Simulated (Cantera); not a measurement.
Input: 1 mol Si₂H₆, 9.7 mol NO, 170 mol N₂, equilibrated at 133 Pa.

Method: chemical equilibrium by Gibbs-energy minimisation in Cantera with the NASA 1993 tables (ideal gas, pure condensed phases). Candidate condensed phases: H₂O, Si, SiO₂, Si₂N₂O, Si₃N₄; 35 gas species. The feed counts by its element totals alone. The tables hold silica as quartz up to 1696 K and as liquid above; real silica turns to tridymite and cristobalite and melts near 1996 K. Rates play no part.

x: gas mole fraction; n: condensed amount in mol.

```
T (K)   x N₂   x H₂O     x O₂  x NO  n SiO₂(α-quartz)  n SiO₂(β-quartz)
-----  -----  ------  -------  ----  ----------------  ----------------
773    0.976  0.0167  0.00753     …              2.00                 0
848    0.976  0.0167  0.00753     …                 0              2.00
923    0.976  0.0167  0.00753     …                 0              2.00
998    0.976  0.0167  0.00753     …                 0              2.00
1073   0.976  0.0167  0.00753     …                 0              2.00
1148   0.976  0.0167  0.00752     …                 0              2.00
1223   0.976  0.0167  0.00751     …                 0              2.00
1298   0.976  0.0167  0.00749     …                 0              2.00
1373   0.976  0.0167  0.00746     …                 0              2.00
1448   0.976  0.0167  0.00742     …                 0              2.00
1523   0.976  0.0167  0.00737     …                 0              2.00
1598   0.975  0.0166  0.00730     …                 0              2.00
```

Some entries are withheld; supply them.


- 773, x NO: 2.61e-7
- 848, x NO: 9.19e-7
- 923, x NO: 2.63e-6
- 998, x NO: 6.45e-6
- 1073, x NO: 1.39e-5
- 1148, x NO: 2.72e-5
- 1223, x NO: 4.89e-5
- 1298, x NO: 8.21e-5
- 1373, x NO: 0.000130
- 1448, x NO: 0.000197
- 1523, x NO: 0.000285
- 1598, x NO: 0.000398
